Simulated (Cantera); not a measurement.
Charge: 1 mol Cu₂O, 38 mol H₂, 0.14 mol H₂O, held at 998 K and 0.850 bar.

Method: chemical equilibrium by Gibbs-energy minimisation in Cantera with the NASA 1993 tables (ideal gas, pure condensed phases). Candidate condensed phases: Cu, CuO, Cu(OH)₂, Cu₂O, H₂O; 12 gas species. Rates play no part.

Base state: H₂ 0.970, H₂O 0.0299 (mole fractions); condensed: Cu(s).

What changes in the equilibrium state with this change: Cu₂O replaced by Ta₂O₅?


| species | before | after |
|---|---|---|
| H₂ | 0.970 | 0.996 |
| H₂O | 0.0299 | 0.00367 |
| Cu(s), mol | 2.00 | 0 |
| Ta₂O₅(s), mol | 0 | 1.00 |
Further candidate phases: Ta, Ta₂O₅.
